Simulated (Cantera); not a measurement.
A freely propagating, adiabatic, planar premixed flame of H2 : O2 : N2 : H2O = 1 : 0.455 : 1.71 : 0.0096 (molar parts), unburnt at 348 K and 0.132 atm; mixture-averaged transport, grid criteria slope 0.08 and curve 0.16, no radiation.

Model: the H2/O2 subset of GRI-Mech 3.0, which has no nitrogen chemistry, integrated in Cantera. Burning velocities carry a grid error of a few per cent, more on coarse grids.

### Question
Predict: laminar burning velocity; thermal thickness; peak x(O); peak x(H); peak x(OH).

### Answer
```json
{
  "laminar_burning_velocity": "262 cm/s",
  "thermal_thickness": "5.48 mm",
  "peak x(O)": "0.0115",
  "peak x(H)": "0.0835",
  "peak x(OH)": "0.0148"
}
```
